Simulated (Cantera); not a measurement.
Input: 1 mol borazine, 1.2 mol O₂, 6 mol N₂, equilibrated at 520 Pa.

These are equilibrium values from Cantera (NASA tables, ideal gas, pure condensed phases), not measurements of a reactor. Candidate condensed phases: B, BN, B₂O₃, B₃O₃H₃, H₂O; 39 gas species. The feed counts by its element totals alone. Rates play no part. All values below are at 1648 K.

Base state: N₂ 0.640, H₂ 0.262, B₂O₃ 0.0519, HBO 0.0199, HBO₂ 0.0161, B₂O₂ 0.00784, BO 0.00103, H 0.000632 (mole fractions); condensed: BN(s).

What changes in the equilibrium state with this change: borazine replaced by B₂H₆?


```json
[
 {"species": "N₂", "before": "0.640", "after": "0.603"},
 {"species": "H₂", "before": "0.262", "after": "0.289"},
 {"species": "B₂O₃", "before": "0.0519", "after": "0.0573"},
 {"species": "HBO₂", "before": "0.0161", "after": "0.0179"},
 {"species": "HBO", "before": "0.0199", "after": "0.0219"},
 {"species": "H₂O", "before": "0.000266", "after": "0.000298"},
 {"species": "B₂O₂", "before": "0.00784", "after": "0.00855"},
 {"species": "H", "before": "0.000632", "after": "0.000664"},
 {"species": "BO", "before": "0.00103", "after": "0.00107"},
 {"species": "BN(s), mol", "before": "1.33", "after": "0.330"}
]
```
